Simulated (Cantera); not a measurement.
A perfectly stirred reactor is fed with NO : N2 = 1 : 10 (molar parts), at 1.01 bar; it is held at 1823 K, and followed from long to short residence time.

Model: GRI-Mech 3.0 (53 species, 325 reactions), integrated in Cantera.

Task: What does this change do: temperature 1823 to 1723 K?

Result: 
```csv
quantity,before,after
x(NO) at τ = 2.20 s,0.0802,0.0867
x(NO2) at τ = 2.20 s,3.32e-5,3.03e-5
x(N2O) at τ = 2.20 s,2.81e-6,3.05e-6
x(N2) at τ = 2.20 s,0.914,0.911
x(O) at τ = 2.20 s,1.21e-5,3.12e-6
x(NO) at τ = 0.150 s,0.0901,0.0906
x(NO2) at τ = 0.150 s,1.80e-5,1.82e-5
x(N2O) at τ = 0.150 s,3.50e-6,3.25e-6
x(N2) at τ = 0.150 s,0.909,0.909
x(O) at τ = 0.150 s,5.96e-6,1.83e-6
```

Task: What does this change do: pressure from 1.01 bar to 90.0 Torr?

Result: 
```
quantity                before    after
---------------------  -------  -------
x(NO) at τ = 2.20 s     0.0802   0.0892
x(NO2) at τ = 2.20 s   3.32e-5  6.82e-6
x(N2O) at τ = 2.20 s   2.81e-6  3.24e-6
x(N2) at τ = 2.20 s      0.914    0.910
x(O) at τ = 2.20 s     1.21e-5  2.03e-5
x(NO) at τ = 0.150 s    0.0901   0.0908
x(NO2) at τ = 0.150 s  1.80e-5  4.65e-6
x(N2O) at τ = 0.150 s  3.50e-6  3.15e-6
x(N2) at τ = 0.150 s     0.909    0.909
x(O) at τ = 0.150 s    5.96e-6  1.40e-5
```
